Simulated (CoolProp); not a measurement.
n-undecane at 452.18 K and 0.0429 MPa is throttled through a valve to 0.00324 MPa with no heat exchange. Each further row changes one setting.

Values from CoolProp's reference Helmholtz-energy equation of state, Aleksandrov 2011. It is a short technical equation, of lower accuracy than the large ones.

| case | temperature change (K) | final density (kg/m³) |
|---|---|---|
| as stated | -1.3 | 0.135 |
| outlet pressure 0.000972 MPa | -1.4 | 0.0406 |
| outlet pressure 0.00421 MPa | -1.3 | 0.176 |
